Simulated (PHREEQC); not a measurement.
0.36 g of hydrous ferric oxide (600 m²/g; 0.2 weak and 0.005 strong sites per Fe, Dzombak-Morel constants, diffuse double layer) in 1 kg of water with 0.001 mol/kgw of an inert sodium salt and 4.6e-06 mol/kgw Na2SO4, at 25 °C; the pH is set by adding NaOH or the inert anion's acid. O2 is buffered at 0.21 atm. The system is closed to CO2. No solid was allowed to form.

The numbers come from PHREEQC with the ion-association model, wateq4f.dat.

| pH | S sorbed (%) | surface charge σ (C/m²) | surface potential ψ (mV) |
|---|---|---|---|
| 3 | 100.0 | 0.256 | 231 |
| 3.5 | 100.0 | (withheld) | 223 |
| 4 | 100.0 | 0.120 | 208 |
| 4.5 | 100.0 | 0.079 | (withheld) |
| 5 | 99.9 | 0.050 | 168 |
| 5.5 | (withheld) | 0.031 | 144 |
| 6 | 97.2 | 0.019 | 118 |
| 6.5 | 81.1 | (withheld) | 91 |
| 7 | 33.4 | 0.006 | 64 |
| 7.5 | 5.2 | 0.003 | 35 |
| 8 | (withheld) | 0.000 | 6 |
| 8.5 | 0.1 | -0.002 | -23 |
| 9 | 0.0 | -0.004 | -51 |

Question: Some entries are withheld; supply them.

Answer: 
- 3.5, surface charge σ (C/m²): 0.178
- 4.5, surface potential ψ (mV): 190
- 5.5, S sorbed (%): 99.6
- 6.5, surface charge σ (C/m²): 0.011
- 8, S sorbed (%): 0.6

The oxide is taken as insoluble; below pH 4 it would dissolve.
